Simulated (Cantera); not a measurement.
Input (Python, Cantera) and output of one run.

```python
import numpy as np
import cantera as ct

gas_names = [...]  # 151 gases of nasa_gas.yaml made of C, H, N, O, Si
cond_names = """
    C(gr) C6H6(L) C7H8(L) C8H18(L),n-octa H2O(s) H2O(L) Si(cr) Si(L) SiC(b) SiO2(Lqz) SiO2(hqz) SiO2(L)
    Si2N2O(s) Si3N4(a)
""".split()


# ... load() reads the species with a 1 bar reference pressure and builds the phases ...
atoms = {
    'HMDSO': {'Si': 2, 'C': 6, 'H': 18, 'O': 1},
    'O2': {'O': 2},
    'N2': {'N': 2},
}
top_T = {'C(gr)': 4500, 'SiC(b)': 3050, 'Si2N2O(s)': 2100, 'Si3N4(a)': 2400}  # K; cautious upper limits of use, not melting points


# ... equilibrate(T, P, feed) seeds the gas with the atoms and calls Mixture.equilibrate('TP', solver="vcs", rtol=1e-11, max_steps=5000) ...
results = []
feed = {'HMDSO': 1, 'O2': 0.7, 'N2': 47}  # mol
T = 1025  # K
P = 13332.2  # Pa
mix = equilibrate(T, P, feed)
results.append((T, P, feed, dict(zip(mix.species_names, mix.species_moles))))
print(gas.report(threshold=0.0001))
for i in range(1, mix.n_phases):
    print(f"{mix.phase(i).name:16s} {mix.phase_moles(i):12.5e} mol")
```

It prints:

```
       temperature   1025 K
          pressure   13332 Pa
           density   0.03725 kg/m^3
  mean mol. weight   23.812 kg/kmol
   phase of matter   gas

                          1 kg             1 kmol
                     ---------------   ---------------
          enthalpy        9.1872e+05        2.1876e+07  J
   internal energy        5.6081e+05        1.3354e+07  J
           entropy             10061        2.3957e+05  J/K
    Gibbs function        -9.394e+06       -2.2369e+08  J
 heat capacity c_p            1361.3             32416  J/K
 heat capacity c_v            1012.2             24101  J/K

                      mass frac. Y      mole frac. X     chem. pot. / RT
                     ---------------   ---------------   ---------------
               CH4        0.00017224        0.00025565           -44.369
                CO         0.0027082         0.0023023           -46.724
                H2          0.013675           0.16152           -21.405
                N2           0.98343            0.8359            -27.12
     [ +147 minor]        1.6412e-05        2.0145e-05

C(gr)             5.85777e+00 mol
Si(cr)            0.00000e+00 mol
SiC(b)            0.00000e+00 mol
SiO2(hqz)         8.47587e-01 mol
Si2N2O(s)         5.76206e-01 mol
Si3N4(a)          0.00000e+00 mol
```

Cantera equilibrium calculation (NASA polynomials, part measured and part estimated; ideal gas, pure solids and liquids). The feed counts by its element totals alone. N2 is the only nitrogen source here; it is nearly inert below about 1500 K, so the nitride shown seldom forms there in practice. Mutual solubility and eutectic melting of coexisting phases are not modelled.
